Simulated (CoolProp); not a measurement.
Vapour-liquid equilibrium of sulfur hexafluoride (1) + R113 (2) at 242.5 K; x and y are mole fractions of (1).

Model: multi-fluid Helmholtz-energy mixture model, Guder 2009 and Marx 1992; pair parameters Bell 2016, in CoolProp.

Question: Give the bubble pressure and the first vapour's composition at x = 0.65, 0.8, 0.95. Is there an azeotrope?

Answer: x = 0.65: 0.2189 MPa, y = 0.994; x = 0.8: 0.3294 MPa, y = 0.998; x = 0.95: 0.4499 MPa, y = 1.000. No azeotrope shows between x = 0.05 and 0.95.

The pair parameters rest on a limited set of measurements; away from them the model extrapolates. The gap from Raoult's law changes sign with composition, which may be real or a fault of the pair parameters; it wasn't checked against measurements. With so large a gap from Raoult's law the liquid may split in two, which this calculation doesn't test in full.
